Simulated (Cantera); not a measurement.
Counterflow diffusion flame

A counterflow diffusion flame at 0.720 atm, nozzles 20 mm apart: fuel side 100 % H2 at 375 K, oxidiser side 19.0 % O2, 81.0 % N2 at 725 K, fuel mass flux 0.35 times the oxidiser's; mixture-averaged transport, no radiation.

Model: the H2/O2 subset of GRI-Mech 3.0, which has no nitrogen chemistry, integrated in Cantera. The maximum strain rate includes the flame's own expansion and is several times the mean.

| oxidiser flux (kg/m²/s) | max strain (1/s) | mean strain (1/s) | T max (K) | peak x OH | peak x H | peak x H2O | peak x HO2 |
|---|---|---|---|---|---|---|---|
| 0.44 | 850 | 226 | 2324 | 0.0202 | 0.0241 | 0.247 | 4.55e-5 |
| 0.6 | 1150 | 309 | 2277 | 0.0203 | 0.0269 | 0.244 | 5.37e-5 |
| 0.82 | 1550 | 422 | 2222 | 0.0200 | 0.0298 | 0.242 | 6.23e-5 |
| 1.1 | 2050 | 566 | 2169 | 0.0196 | 0.0328 | 0.240 | 6.98e-5 |
| 1.5 | 2780 | 771 | 2111 | 0.0190 | 0.0359 | 0.238 | 7.75e-5 |
| 2.1 | 3850 | 1080 | 2053 | 0.0186 | 0.0397 | 0.235 | 8.53e-5 |
| 2.8 | 5150 | 1440 | 1996 | 0.0178 | 0.0430 | 0.233 | 9.25e-5 |
| 3.8 | 6980 | 1950 | 1934 | 0.0168 | 0.0465 | 0.230 | 9.99e-5 |
| 5.3 | 9700 | 2730 | 1862 | 0.0156 | 0.0501 | 0.227 | 0.000107 |
| 7.2 | 13100 | 3700 | 1798 | 0.0144 | 0.0531 | 0.224 | 0.000113 |
x: mole fraction; the columns are a selection and need not sum to one.
